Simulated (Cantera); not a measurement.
Input: 1 mol Si, 2.5 mol HBr, 0.7 mol N2, held at 1000 Pa.

Cantera equilibrium calculation (NASA polynomials, part measured and part estimated; ideal gas, pure solids and liquids). Candidate condensed phases: Br2, Si, Si3N4; 28 gas species. N2 is the only nitrogen source here; it is nearly inert below about 1500 K, so the nitride shown seldom forms there in practice. The tables' values for SiBr3 are old estimates; treat these amounts as uncertain. Rates play no part.

Task: At 1098 K, list the 4 most abundant gas species with their mole fractions, and the condensed phases.

Result: HBr 0.622, H2 0.198, SiBr4 0.0983, N2 0.0798. Condensed: Si3N4(s).
